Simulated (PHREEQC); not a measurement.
1 kg of water holding 0.0053 mol CaSO4 and 0.14 mol MgBr2 is evaporated at 25 °C; the solids stay in contact with the brine. CO2 from the air is kept out. The run lets Brucite, Epsomite, Gypsum, Anhydrite, Hexahydrite, Kieserite, Portlandite precipitate or redissolve, and no other solid.

The numbers come from PHREEQC with the Pitzer model, pitzer.dat.

```
water left (kg)  ionic strength  water activity  Gypsum (mol)  Br in solution (mol/kgw)  Mg in solution (mol/kgw)
---------------  --------------  --------------  ------------  ------------------------  ------------------------
1                         0.441           0.993             0                     0.280                     0.140
0.8219                    0.537             [?]             0                     0.341                     0.170
0.6755                    0.653             [?]             0                     0.414                     0.207
0.5552                    0.795             [?]             0                     0.504                     0.252
0.4563                    0.967             [?]             0                     0.614                     0.307
0.375                      1.18           0.981             0                     0.747                     0.373
0.3082                     1.43           0.976             0                     0.908                     0.454
0.2533                     1.74             [?]             0                      1.11                     0.553
0.2082                     2.12             [?]             0                      1.34                     0.672
0.1711                     2.58           0.950             0                      1.64                     0.818
0.1407                     3.14             [?]             0                      1.99                     0.995
0.1156                     3.82           0.916             0                      2.42                      1.21
0.09502                    4.64             [?]             0                      2.95                      1.47
0.07804                    5.59           0.852       0.00116                      3.59                      1.79
```

**Question.** What belongs in the gaps?

**Answer.** 
- 0.8219, water activity: 0.992
- 0.6755, water activity: 0.990
- 0.5552, water activity: 0.987
- 0.4563, water activity: 0.984
- 0.2533, water activity: 0.969
- 0.2082, water activity: 0.961
- 0.1407, water activity: 0.935
- 0.09502, water activity: 0.889

Complexes and solids missing from the database can't appear.
